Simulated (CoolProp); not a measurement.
Tetrahydrofuran at several states: Z from the reference equation and from simpler models built on Tc = 540.2 K, pc = 5.304 MPa, ω = 0.234; each cubic takes its own stable root.

Values from CoolProp's reference Helmholtz-energy equation of state, Fiedler 2023.

```tsv
T (K)	p (MPa)	phase	reference	van der Waals	Redlich-Kwong	Soave-Redlich-Kwong
304.8	0.0235	gas	0.9912	0.9951	0.9927	0.9919
393.5	0.0428	gas	0.9926	0.9949	0.9933	0.9927
469.3	0.0259	gas	0.9974	0.9980	0.9975	0.9974
322.2	0.169	liquid	0.005319	0.9679	0.005869	0.005716
548.6	1.81	gas	0.8787	0.8931	0.8798	0.8807
```

At some of these states van der Waals gives the other phase, because its saturation line lies elsewhere.
